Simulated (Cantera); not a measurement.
**Thermodynamics of fluorocarbon and chlorocarbon gases, feed CH3F + CH4 + H2**

Charge: 1 mol CH3F, 0.18 mol CH4, 0.59 mol H2, held at 1448 K and 32000 Pa.

Method: chemical equilibrium by Gibbs-energy minimisation in Cantera with the NASA 1993 tables (ideal gas, pure condensed phases). Candidate condensed phases: C, C6H6, C7H8, C8H18; 95 gas species. Equilibrium is a limit: real reactors are often held back by kinetics, nucleation or transport.

```yaml
x(H2): 0.660
x(HF): 0.339
x(CH4): 0.000466
x(H): 1.32e-5
x(C2H2 (acetylene)): 3.14e-6
n(C(graphite)): 1.18 mol
gas_amount: 2.949 mol
```
